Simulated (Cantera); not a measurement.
An adiabatic, constant-pressure homogeneous reactor starts with C₃H₈ : O₂ : N₂ = 1 : 4.17 : 15.7 (molar parts), equivalence ratio 1.2, at 1223 K and 0.560 bar. Integrator tolerance rtol = 1e-08.

Computed with Cantera and GRI-Mech 3.0 (53 species, 325 reactions). GRI-Mech 3.0 was tuned for natural gas; its chemistry of propane as a main component is partial and can be far from experiment.

What does this change do: initial temperature 1223 to 1400 K?


```csv
quantity,before,after
time of steepest temperature rise,5.21 ms,0.335 ms
temperature at 7.00 s,2644 K,2707 K
equilibrium temperature,2644 K,2707 K
x(C₃H₈) at 7.00 s,<1e-12 (gas-phase equilibrium <1e-12),<1e-12 (gas-phase equilibrium <1e-12)
x(O₂) at 7.00 s,0.00714 (gas-phase equilibrium 0.00714),0.00930 (gas-phase equilibrium 0.00930)
x(CO₂) at 7.00 s,0.0584 (gas-phase equilibrium 0.0584),0.0531 (gas-phase equilibrium 0.0531)
x(H₂O₂) at 7.00 s,8.12e-8 (gas-phase equilibrium 8.12e-8),9.91e-8 (gas-phase equilibrium 9.91e-8)
x(CH₄) at 7.00 s,<1e-12 (gas-phase equilibrium <1e-12),<1e-12 (gas-phase equilibrium <1e-12)
```

What does this change do: pressure from 0.560 bar to 10.0 bar?


```csv
quantity,before,after
time of steepest temperature rise,5.21 ms,1.14 ms
temperature at 7.00 s,2644 K,2810 K
equilibrium temperature,2644 K,2810 K
x(C₃H₈) at 7.00 s,<1e-12 (gas-phase equilibrium <1e-12),<1e-12 (gas-phase equilibrium <1e-12)
x(O₂) at 7.00 s,0.00714 (gas-phase equilibrium 0.00714),0.00272 (gas-phase equilibrium 0.00272)
x(CO₂) at 7.00 s,0.0584 (gas-phase equilibrium 0.0584),0.0664 (gas-phase equilibrium 0.0664)
x(H₂O₂) at 7.00 s,8.12e-8 (gas-phase equilibrium 8.12e-8),3.11e-7 (gas-phase equilibrium 3.11e-7)
x(CH₄) at 7.00 s,<1e-12 (gas-phase equilibrium <1e-12),<1e-12 (gas-phase equilibrium <1e-12)
```
